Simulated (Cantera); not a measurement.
A closed system holds: 1 mol C2H6, 0.29 mol H2O, equilibrated at 1827 °C and 1.33 mbar.

Equilibrium computed with Cantera from the NASA thermochemical tables; the gas is ideal and each condensed phase is pure. Candidate condensed phases: C, C6H6, C7H8, C8H18, H2O; 110 gas species. Rates play no part.

Base state: H2 0.843, H 0.0783, CO 0.0778, C2H2 (acetylene) 0.00122 (mole fractions); condensed: C(graphite).

Problem. What changes in the equilibrium state with this change: temperature from 1827 °C to 1127 °C?

Solution. 
```csv
species,before,after
H2,0.843,0.919
CO,0.0778,0.0810
H,0.0783,0.000128
C2H2 (acetylene),0.00122,2.31e-6
"C(graphite), mol",1.70,1.71
```
